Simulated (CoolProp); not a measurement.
Properties of neopentane along the isobar 3.47 MPa.

The numbers come from the reference Helmholtz-energy equation of state, Lemmon 2006 in CoolProp. It is a short technical equation, of lower accuracy than the large ones.

```
T (°C)          phase       Z  cp (kJ/(kg K))  cv (kJ/(kg K))  fugacity coefficient
------  -------------  ------  --------------  --------------  --------------------
157.25         liquid  0.1954           4.420           2.351                0.6023
172.25  supercritical  0.4681           5.308           2.463                0.6699
187.15  supercritical  0.5921           3.434           2.440                0.7086
202.15  supercritical  0.6613           3.109           2.467                0.7400
217.05  supercritical  0.7104           2.999           2.508                0.7664
232.05  supercritical  0.7487           2.960           2.555                0.7894
246.95  supercritical  0.7794           2.954           2.605                0.8095
261.95  supercritical  0.8052           2.967           2.656                0.8274
276.85  supercritical  0.8269           2.990           2.708                0.8433
```
